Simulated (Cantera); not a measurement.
A closed system holds: 1 mol SiHCl3, 0.04 mol C2H4, 130 mol H2, equilibrated at 2525 K and 35.0 mbar.

Cantera equilibrium calculation (NASA polynomials, part measured and part estimated; ideal gas, pure solids and liquids). Candidate condensed phases: C, C6H6, C7H8, C8H18, Si, SiC; 109 gas species. The tables' values for SiCl are old estimates; treat these amounts as uncertain. Gases not in the tables: Si2H6 and higher silanes. The numbers say what is thermodynamically allowed, not how fast it happens.

Base state: H2 0.835, H 0.137, HCl 0.0187, Si 0.00645, Cl 0.00216, SiH 0.000281, C2H2 (acetylene) 0.000223, SiCl 9.82e-5 (mole fractions); condensed: gas only.

**Question.** What changes in the equilibrium state with this change: pressure from 35.0 mbar to 0.240 bar?

**Answer.** 
```json
[
 {"species": "H2", "before": "0.835", "after": "0.916"},
 {"species": "H", "before": "0.137", "after": "0.0548"},
 {"species": "HCl", "before": "0.0187", "after": "0.0205"},
 {"species": "Si", "before": "0.00645", "after": "0.00567"},
 {"species": "SiCl2", "before": "2.39e-5", "after": "0.000158"},
 {"species": "SiH2", "before": "3.69e-5", "after": "0.000244"},
 {"species": "Si2", "before": "7.07e-6", "after": "3.74e-5"}
]
```
